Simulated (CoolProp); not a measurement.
Nitrous oxide along the isotherm 187.3 K: Z from the reference equation and from simpler models built on Tc = 309.5 K, pc = 72.45 bar, ω = 0.161; each cubic takes its own stable root.

Values from CoolProp's reference Helmholtz-energy equation of state, Lemmon 2006. It is a short technical equation, of lower accuracy than the large ones.

| p (bar) | phase | reference | Redlich-Kwong | Soave-Redlich-Kwong | Peng-Robinson |
|---|---|---|---|---|---|
| 2.41 | liquid | 0.005570 | 0.006082 | 0.005990 | 0.005304 |
| 4.83 | liquid | 0.01116 | 0.01218 | 0.01200 | 0.01063 |
| 7.24 | liquid | 0.01672 | 0.01826 | 0.01798 | 0.01592 |
| 9.66 | liquid | 0.02231 | 0.02435 | 0.02398 | ___ |
| 12.1 | liquid | 0.02793 | 0.03049 | 0.03003 | 0.02660 |
| 14.5 | liquid | ___ | 0.03652 | 0.03597 | 0.03186 |
| 16.9 | liquid | ___ | 0.04254 | 0.04191 | 0.03713 |
| 19.3 | liquid | 0.04452 | 0.04856 | ___ | 0.04239 |
| 21.7 | liquid | 0.05004 | ___ | 0.05377 | 0.04764 |
| 24.1 | liquid | 0.05556 | 0.06059 | 0.05970 | 0.05290 |
| 26.6 | liquid | 0.06130 | 0.06685 | ___ | 0.05837 |
| 29 | liquid | 0.06681 | 0.07285 | 0.07179 | 0.06361 |
| 31.4 | liquid | 0.07232 | 0.07885 | 0.07770 | ___ |

Task: Complete the blanks.

Result: 
- 9.66, Peng-Robinson: 0.02124
- 14.5, reference: 0.03346
- 16.9, reference: 0.03899
- 19.3, Soave-Redlich-Kwong: 0.04784
- 21.7, Redlich-Kwong: 0.05458
- 26.6, Soave-Redlich-Kwong: 0.06587
- 31.4, Peng-Robinson: 0.06886
